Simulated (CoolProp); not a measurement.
A single-stage vapour-compression cycle with R123: evaporating at 250.15 K (dew point), condensing at 296.15 K (bubble point), superheat 10 K, subcooling 5 K, compressor efficiency 0.6, no pressure losses. Each further row changes one setting.

Model: reference Helmholtz-energy equation of state, Younglove 1994, in CoolProp. It is a modified Benedict-Webb-Rubin equation, recast in Helmholtz form.

```
case                              cooling COP  pressure ratio  discharge temperature (K)  refrigerating effect (kJ/kg)  volumetric capacity (kJ/m³)
--------------------------------  -----------  --------------  -------------------------  ----------------------------  ---------------------------
as stated                                2.89            8.35                      341.9                           156                          113
evaporating temperature 255.15 K          ___            6.34                        ___                           159                          ___
condensing temperature 291.15 K          3.30            6.89                        ___                           161                          116
subcooling 10 K                           ___            8.35                      341.9                           161                          116
superheat 20 K                           2.89            8.35                      353.3                           162                          113
compressor efficiency 0.5                 ___            8.35                      356.5                           156                          113
```

**Question.** Complete the blanks.

**Answer.** 
- evaporating temperature 255.15 K, cooling COP: 3.37
- evaporating temperature 255.15 K, discharge temperature (K): 336.8
- evaporating temperature 255.15 K, volumetric capacity (kJ/m³): 149
- condensing temperature 291.15 K, discharge temperature (K): 334.4
- subcooling 10 K, cooling COP: 2.98
- compressor efficiency 0.5, cooling COP: 2.41
